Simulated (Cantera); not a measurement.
Charge: 1 mol SiH2Cl2, 4.3 mol NH3, 16 mol H2, at 133 Pa.

Equilibrium computed with Cantera from the NASA thermochemical tables; the gas is ideal and each condensed phase is pure. Candidate condensed phases: NH4Cl, Si, Si3N4; 28 gas species. The tables' values for SiCl3, SiCl are old estimates; treat these amounts as uncertain. Kinetics and transport are ignored. All values below are at 1573 K.

Base state: H2 0.854, N2 0.0808, HCl 0.0528, SiCl2 0.0111, H 0.00103, Cl 5.06e-5, Si 4.12e-5, SiCl3 3.68e-5 (mole fractions); condensed: Si(s).

Task: What changes in the equilibrium state with this change: H2 from 16 to 3.9 mol?

Result: 
```csv
species,before,after
H2,0.854,0.750
N2,0.0808,0.140
HCl,0.0528,0.0803
SiCl2,0.0111,0.0291
SiCl3,3.68e-5,0.000157
Cl,5.06e-5,8.21e-5
SiCl,3.47e-5,5.63e-5
H,0.00103,0.000964
Si,4.12e-5,4.12e-5
"Si(s), mol",0.702,0.362
"Si3N4(s), mol",0,0.0717
```
Mutual solubility and eutectic melting of coexisting phases are not modelled.
